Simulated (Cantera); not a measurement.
Source: NASA polynomial tables (part measured, part estimated), evaluated in Cantera. Values are per mole of reaction as written; species without (g) are pure solids or liquids, kept so even where they would boil at 1 bar.

### Question
Between 300 and 775 K, where is each reaction favourable under standard conditions?
- 4 Cr + N₂(g) = 2 Cr₂N
- 3 H₂(g) + N₂(g) = 2 NH₃(g)

### Answer
- 4 Cr + N₂(g) = 2 Cr₂N: ΔG° is -204 kJ at 300 K and -134 kJ at 775 K; it stays negative (K > 1). ΔH° is -243 kJ and ΔS° -140 J/K at 775 K.
- 3 H₂(g) + N₂(g) = 2 NH₃(g): ΔG° is -32 kJ at 300 K and 72 kJ at 775 K; it changes sign between 425 and 475 K. ΔH° is -107 kJ and ΔS° -230 J/K at 775 K.
